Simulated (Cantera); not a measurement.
A perfectly stirred reactor is fed with 27.0 % CH4, 73.0 % H2, at 100.0 Torr; it is held at 1650 K, and followed from long to short residence time.

Detailed kinetics in Cantera: GRI-Mech 3.0 (53 species, 325 reactions). GRI-Mech 3.0 stops at C3 and has no aromatics, soot or wall deposition, so with more carbon than oxygen in the feed, carbon stays in small species such as C2H2 where larger ones or solid carbon would form.

x: mole fraction; the columns are a selection and need not sum to one.

| τ (s) | x CH4 | x H2 | x C2H6 | x CH2 | x C2H2 | x C2H |
|---|---|---|---|---|---|---|
| 2.9 | 0.0435 | 0.867 | 5.92e-6 | ? | 0.0884 | 9.28e-8 |
| 1.2 | 0.0668 | 0.853 | 1.29e-5 | ? | 0.0792 | 7.92e-8 |
| 0.47 | 0.103 | 0.831 | 2.80e-5 | ? | 0.0648 | 6.12e-8 |
| 0.19 | 0.147 | 0.804 | 5.27e-5 | ? | 0.0472 | 4.21e-8 |
| 0.076 | 0.193 | 0.776 | 8.47e-5 | ? | 0.0286 | 2.44e-8 |
| 0.030 | 0.230 | 0.753 | 0.000113 | 1.35e-7 | 0.0137 | 1.12e-8 |
| 0.012 | 0.253 | 0.740 | 0.000124 | 1.34e-7 | 0.00502 | 3.90e-9 |
| 0.0049 | 0.263 | 0.733 | 0.000112 | ? | 0.00128 | 9.02e-10 |
| 0.0020 | 0.268 | 0.731 | 7.33e-5 | ? | 0.000171 | 9.54e-11 |

Problem. Complete the blanks.

Solution. 
- 2.9, x CH2: 4.69e-8
- 1.2, x CH2: 6.38e-8
- 0.47, x CH2: 8.49e-8
- 0.19, x CH2: 1.06e-7
- 0.076, x CH2: 1.24e-7
- 0.0049, x CH2: 1.16e-7
- 0.0020, x CH2: 7.61e-8
